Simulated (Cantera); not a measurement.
## N2O furnace oxynitridation

An isothermal, constant-pressure homogeneous reactor starts with 57.7 % N2O, 0.219 % H2, 42.1 % N2, at 1248 K and 39000 Pa.

Model: GRI-Mech 3.0 (53 species, 325 reactions), integrated in Cantera. GRI-Mech 3.0 was tuned for natural gas; its chemistry of N2O as a main component is partial and can be far from experiment. The mechanism lacks the step 2 NO + O2 → 2 NO2, which can matter for NO2 below about 1400 K. The temperature is held fixed by assumption; the heat of reaction is taken as removed at once.

```tsv
t (s)	x N2O	x H2	x N2	x H	x H2O
0.000200	0.577	0.00218	0.421	3.21e-7	1.12e-5
0.000597	0.576	0.00209	0.421	6.97e-7	9.44e-5
0.00178	0.576	0.00168	0.422	8.06e-7	0.000492
0.00532	0.573	0.000862	0.424	3.63e-7	0.00132
0.0159	0.568	0.000194	0.427	5.60e-8	0.00199
0.0474	0.555	1.07e-5	0.434	4.50e-9	0.00216
0.141	0.519	1.29e-8	0.455	2.62e-9	0.00214
0.422	0.427	7.53e-9	0.507	2.75e-9	0.00206
1.26	0.252	6.99e-9	0.607	2.64e-9	0.00191
3.76	0.0700	4.73e-9	0.711	1.47e-9	0.00176
11.2	0.00493	7.86e-10	0.750	9.40e-11	0.00171
33.5	7.80e-6	2.04e-10	0.753	1.08e-11	0.00170
100	4.93e-7	2.03e-10	0.753	1.07e-11	0.00170
```
x: mole fraction; the columns are a selection and need not sum to one.

Equilibrium at this temperature and pressure: N2O 1.21e-8, H2 1.93e-10, N2 0.775, H 1.05e-11, H2O 0.00170 (gas phase only).
